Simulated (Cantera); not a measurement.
A closed system holds: 1 mol S, 0.08 mol SO2, held at 777 °C and 0.000120 bar.

Equilibrium computed with Cantera from the NASA thermochemical tables; the gas is ideal and each condensed phase is pure. Candidate condensed phases: S; 10 gas species. Gases not in the tables: S3 to S7. The numbers say what is thermodynamically allowed, not how fast it happens.

Base state: S2 0.861, SO2 0.137, S2O 0.00197, SO 0.000450 (mole fractions); condensed: gas only.

Task: What changes in the equilibrium state with this change: 0.03 mol CO2 added?

Result: 
```json
[
 {"species": "S2", "before": "0.861", "after": "0.816"},
 {"species": "SO2", "before": "0.137", "after": "0.132"},
 {"species": "CO2", "before": "0", "after": "0.0448"},
 {"species": "CO", "before": "0", "after": "0.00420"},
 {"species": "COS", "before": "0", "after": "0.000106"},
 {"species": "S2O", "before": "0.00197", "after": "0.00186"},
 {"species": "SO", "before": "0.000450", "after": "0.000437"}
]
```
Further candidate phases: C.
